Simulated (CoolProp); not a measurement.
The fluid at 396.62 K and 9.34 MPa expands adiabatically to 1.16 MPa with isentropic efficiency 0.9. The same conditions are run with several fluids, on thermodynamics alone (safety and materials aside).

Values from CoolProp's reference Helmholtz-energy equation of state of each fluid (methane: Setzmann 1991; R115: Lemmon 2016; R410A: Lemmon 2003; CH2F2 (R32): Tillner-Roth 1997; R124: de Vries 1995). Blends and air are pseudo-pure fits.

### Question
Rank methane, R115, R410A, CH2F2 (R32), R124 by work (kJ/kg), highest first.

### Answer
methane (292), CH2F2 (R32) (56.3), R410A (42.3), R115 (17.4), R124 (10.9)

```
fluid        final temperature (K)                       final phase  final density (kg/m³)
-----------  ---------------------  --------------------------------  ---------------------
methane                      254.6                               gas                   9.11
R115                         308.0  two-phase, vapour fraction 0.974                   95.2
R410A                        285.4  two-phase, vapour fraction 0.913                   49.1
CH2F2 (R32)                  284.7  two-phase, vapour fraction 0.826                   38.2
R124                         339.5  two-phase, vapour fraction 0.505                    137
```
